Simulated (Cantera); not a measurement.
Input: 1 mol SiCl4, 0.022 mol C2H2, 14 mol H2, 0.0069 mol C2H4, at 2.80 mbar.

Method: chemical equilibrium by Gibbs-energy minimisation in Cantera with the NASA 1993 tables (ideal gas, pure condensed phases). Candidate condensed phases: C, C6H6, C7H8, C8H18, Si, SiC; 109 gas species. Gases not in the tables: Si2H6 and higher silanes. Kinetics and transport are ignored.

Over these rows the condensed part is SiC(s). Partial pressures as log10 of bar:

| T (K) | 1000/T (1/K) | log p Si2C | log p H2 | log p HCl | log p SiCl2 |
|---|---|---|---|---|---|
| 1550 | 0.6452 | -10.22 | -2.64 | -3.44 | -3.79 |
| 1650 | 0.6061 | -9.04 | -2.65 | -3.43 | -3.79 |
| 1750 | 0.5714 | -8.01 | -2.65 | -3.43 | -3.79 |
| 1850 | 0.5405 | -7.13 | -2.65 | -3.42 | -3.81 |
| 1950 | 0.5128 | -6.41 | -2.66 | -3.40 | -3.86 |
| 2050 | 0.4878 | ? | -2.68 | -3.36 | -3.97 |

**Question.** Fit log p(Si2C) = a + b·(1000/T) to the five rows, give the apparent enthalpy, and predict the row at 2050 K.

**Answer.** Means: 1000/T = 0.5752, log p = -8.162. Sxy = -0.316903, Sxx = 0.0109671, so b = -28.90 and a = -8.162 − (-28.90)×0.5752 = 8.46.
Apparent enthalpy: −19.145 × (-28.90) = 553 kJ/mol. With the condensed phases at unit activity, SiC(s) + H2(g) + SiCl2(g) = Si2C(g) + 2 HCl(g) links this pressure to the main gases: over the six rows their terms move log p by -0.38 in all, so the slope isn't that reaction's ΔH° alone. The five rows lie within 0.05 of the line.
Prediction at 2050 K: 8.46 + (-28.90)×0.4878 = -5.64. The computed value is -5.87, 0.23 from the line.
